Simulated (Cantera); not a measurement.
Thermodynamics of carbothermic reduction, feed Ta2O5 + CH4 + H2

Input: 1 mol Ta2O5, 2.2 mol CH4, 2.1 mol H2, held at 0.00470 bar.

Method: chemical equilibrium by Gibbs-energy minimisation in Cantera with the NASA 1993 tables (ideal gas, pure condensed phases). Candidate condensed phases: C, C6H6, C7H8, C8H18, H2O, Ta, TaC, Ta2O5; 113 gas species. Mutual solubility and eutectic melting of coexisting phases are not modelled. TaC: taken at fixed stoichiometry. Condensed phases not in the tables: Ta2C. Rates play no part.

From 650 °C to 750 °C the condensed part is C(graphite) + TaC(s) + Ta2O5(s). From 800 °C to 1200 °C the condensed part is TaC(s) + Ta2O5(s).

| T (°C) | x H2 | x CO | x CH4 | x H2O | n C(graphite) | n TaC(s) | n Ta2O5(s) |
|---|---|---|---|---|---|---|---|
| 650 | 0.990 | 0.00855 | 0.00107 | 6.15e-5 | 2.11 | 0.0226 | 0.989 |
| 700 | 0.958 | 0.0417 | 0.000554 | 0.000117 | 1.80 | 0.114 | 0.943 |
| 750 | 0.826 | 0.174 | 0.000240 | 0.000185 | 0.283 | 0.548 | 0.726 |
| 800 | 0.805 | 0.195 | 6.04e-5 | 0.000222 | 0 | 0.629 | 0.685 |
| 850 | 0.805 | 0.195 | 1.67e-5 | 0.000260 | 0 | 0.629 | 0.685 |
| 900 | 0.805 | 0.195 | 5.16e-6 | 0.000300 | 0 | 0.629 | 0.685 |
| 950 | 0.805 | 0.195 | 1.76e-6 | 0.000342 | 0 | 0.629 | 0.685 |
| 1000 | 0.805 | 0.195 | 6.52e-7 | 0.000384 | 0 | 0.630 | 0.685 |
| 1050 | 0.805 | 0.195 | 2.61e-7 | 0.000428 | 0 | 0.630 | 0.685 |
| 1100 | 0.805 | 0.195 | 1.12e-7 | 0.000472 | 0 | 0.630 | 0.685 |
| 1150 | 0.805 | 0.194 | 5.09e-8 | 0.000517 | 0 | 0.630 | 0.685 |
| 1200 | 0.805 | 0.194 | 2.45e-8 | 0.000562 | 0 | 0.630 | 0.685 |
x: gas mole fraction; n: condensed amount in mol.
